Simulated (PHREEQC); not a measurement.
PHREEQC input (ion-association model, phreeqc.dat):

```
SOLUTION_SPECIES
  CO3-2 + 10 H+ + 8 e- = CH4 + 3 H2O  # shut off: no methane
    -log_k -100
    -delta_h 0
    -analytic -100
SOLUTION 1
  temp 25
  units mol/kgw
  pH 7 charge
  Cl 0.31
  K 0.31
END
SELECTED_OUTPUT 1
  -reset false
  -pH true
  -pe true
  -ionic_strength true
  -water true
  -totals C Cl K C(-4) C(4) Hdg
  -molalities H+ K+ Cl- CO3-2 OH- HCO3- CO2 (CO2)2
  -saturation_indices Sylvite
USER_PUNCH 1
  -headings p_CO2(g) phi_CO2(g) p_Hdg(g) phi_Hdg(g) p_H2O(g) phi_H2O(g) density
  10 PUNCH PR_P("CO2(g)"), PR_PHI("CO2(g)"), PR_P("Hdg(g)"), PR_PHI("Hdg(g)"), PR_P("H2O(g)"), PR_PHI("H2O(g)"), RHO
PRINT
  -reset false
USE solution 1
REACTION_TEMPERATURE 1
  25
GAS_PHASE 1
  -fixed_pressure
  -pressure 1
  -temperature 25
  -volume 20
  CO2(g) 0.51
  Hdg(g) 0.49
  H2O(g) 0
END
# ... the last block is repeated for the other 9 points of P (atm)
```

Selected output (columns that matter, 10 of 10 rows; P (atm) added in front):

```
P (atm)	pH	mu	C	Cl	K	Hdg	si_Sylvite	p_CO2(g)	phi_CO2(g)	p_Hdg(g)	phi_Hdg(g)	p_H2O(g)	phi_H2O(g)	density
1	4.0527	0.31026	0.015421	0.31015	0.31015	0.00035718	-2.2508	0.48513	0.99532	0.48354	1.0013	0.031332	0.9919	1.0115
2	3.8999	0.31031	0.031095	0.31015	0.31015	0.00072591	-2.251	0.98571	0.99074	0.9827	1.0025	0.031588	0.98433	1.0117
3	3.8118	0.31034	0.046592	0.31015	0.31015	0.0010946	-2.2512	1.4864	0.98618	1.4817	1.0037	0.031846	0.9768	1.0118
5	3.7022	0.3104	0.077079	0.31015	0.31015	0.0018317	-2.2515	2.4883	0.97712	2.4794	1.0061	0.032369	0.9619	1.0122
7.5	3.6164	0.31046	0.11426	0.31015	0.31015	0.0027527	-2.2519	3.7413	0.9659	3.7256	1.0092	0.033038	0.94355	1.0126
10	3.5565	0.31051	0.15043	0.31016	0.31016	0.0036736	-2.2522	4.9952	0.95481	4.9711	1.0124	0.033723	0.9255	1.013
15	3.4737	0.3106	0.2198	0.31016	0.31016	0.0055151	-2.253	7.5052	0.933	7.4597	1.0188	0.035144	0.89028	1.0138
20	3.4166	0.31066	0.28532	0.31017	0.31017	0.0073571	-2.2537	10.018	0.91168	9.9452	1.0254	0.036634	0.85623	1.0146
30	3.3394	0.31078	0.40533	0.31019	0.31019	0.011046	-2.2552	15.052	0.8705	14.908	1.0391	0.039838	0.79152	1.016
40	3.2878	0.31087	0.51147	0.31021	0.31021	0.014748	-2.2567	20.097	0.83122	19.86	1.0537	0.043363	0.73119	1.0172
```
